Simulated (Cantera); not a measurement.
What does this Cantera script print?

```python
import numpy as np
import cantera as ct

gas = ct.Solution("gri30.yaml")
gas.TPX = 300, 13000, {'CH3OH': 1, 'O2': 1.74, 'N2': 8.72}
flame = ct.FreeFlame(gas, width=0.17)
flame.set_refine_criteria(ratio=3, slope=0.08, curve=0.16)
flame.transport_model = "mixture-averaged"
flame.solve(loglevel=0, auto=True)
z, T = flame.grid, flame.T
thick = (T[-1] - T[0]) / np.gradient(T, z).max()
show = ['CH3OH', 'O2', 'HCO', 'O', 'HCN', 'NO']
print(f"laminar burning velocity  {flame.velocity[0] * 100:.3f} cm/s")
print(f"burnt temperature         {T[-1]:.1f} K")
print(f"thermal thickness         {thick * 1e3:.4f} mm")
print(f"grid points               {len(z)}")
z0 = z[flame.heat_release_rate.argmax()]
print(f"{'z/mm':>9s}{'T/K':>9s}{'u/(m/s)':>9s}" + "".join(f"{s:>11s}" for s in show))
rows = []
for k in (-3, -2, -1.5, -1, -0.5, -0.25, 0, 0.25, 0.5, 1, 2, 4, 8):
    zz = z0 + k * thick
    rows.append([k * thick, np.interp(zz, z, T), np.interp(zz, z, flame.velocity),
                 *(np.interp(zz, z, flame.X[gas.species_index(s)]) for s in show)])
    print(f"{rows[-1][0] * 1e3:9.3f}{rows[-1][1]:9.1f}{rows[-1][2]:9.3f}" + "".join(f"{x:11.3e}" for x in rows[-1][3:]))
```

It prints:

```
laminar burning velocity  28.620 cm/s
burnt temperature         1848.7 K
thermal thickness         3.3261 mm
grid points               123
     z/mm      T/K  u/(m/s)      CH3OH         O2        HCO          O        HCN         NO
   -9.978    300.2    0.287  8.719e-02  1.517e-01  1.188e-23  1.050e-18  4.760e-13  1.284e-12
   -6.652    302.5    0.289  8.702e-02  1.513e-01  2.391e-20  2.574e-16  1.045e-11  1.826e-11
   -4.989    312.8    0.300  8.660e-02  1.503e-01  4.373e-18  1.348e-14  8.235e-11  1.082e-10
   -3.326    390.2    0.377  8.326e-02  1.444e-01  1.791e-14  4.230e-12  1.090e-09  1.415e-09
   -1.663    753.5    0.746  6.041e-02  1.168e-01  4.037e-09  8.532e-09  9.602e-09  3.820e-08
   -0.832   1089.6    1.100  3.274e-02  8.920e-02  2.526e-06  2.293e-06  2.053e-08  1.753e-07
    0.000   1434.2    1.473  3.683e-03  5.865e-02  8.804e-05  3.745e-04  3.725e-08  4.630e-07
    0.832   1523.8    1.564  1.396e-05  4.258e-02  3.364e-06  2.396e-03  2.935e-08  7.231e-07
    1.663   1550.9    1.584  1.170e-08  3.564e-02  2.286e-08  3.258e-03  1.171e-08  9.897e-07
    3.326   1587.7    1.613  1.189e-12  3.109e-02  7.579e-09  3.417e-03  1.687e-09  1.503e-06
    6.652   1633.8    1.653  6.072e-17  2.861e-02  4.265e-09  3.012e-03  4.458e-11  2.345e-06
   13.304   1689.0    1.704  5.166e-19  2.667e-02  2.303e-09  2.288e-03  9.814e-14  3.507e-06
   26.609   1745.7    1.755  1.885e-19  2.464e-02  9.543e-10  1.510e-03  1.438e-14  4.947e-06
```

Computed with Cantera and GRI-Mech 3.0 (53 species, 325 reactions). GRI-Mech 3.0 was tuned for natural gas; its chemistry of methanol as a main component is partial and can be far from experiment. Burning velocities carry a grid error of a few per cent, more on coarse grids.
